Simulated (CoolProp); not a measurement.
Vapour-liquid equilibrium of toluene (1) + n-dodecane (2) at 0.574 MPa; x and y are mole fractions of (1).

The numbers come from the multi-fluid Helmholtz-energy mixture model, Lemmon 2006 and Lemmon 2004; pair parameters Bell 2016 in CoolProp.

```
x     bubble temperature (°C)  y at the bubble point  dew temperature at overall composition x (°C)  liquid density (mol/L)
----  -----------------------  ---------------------  ---------------------------------------------  ----------------------
0.05                    297.0                  0.138                                          302.2                   3.052
0.15                    279.9                  0.393                                          296.2                   3.362
0.25                    262.7                  0.595                                          289.9                   3.698
0.35                    246.7                  0.738                                          283.0                   4.058
0.45                    232.7                  0.832                                          275.5                   4.443
0.55                    220.8                  0.893                                          267.0                   4.862
0.65                    210.7                  0.934                                          257.1                   5.323
0.75                    202.1                  0.961                                          245.1                   5.844
0.85                    194.7                  0.981                                          229.5                   6.442
0.95                    188.3                  0.995                                          205.9                   7.144
```

No azeotrope shows between x = 0.05 and 0.95.

The pair parameters rest on a limited set of measurements; away from them the model extrapolates.
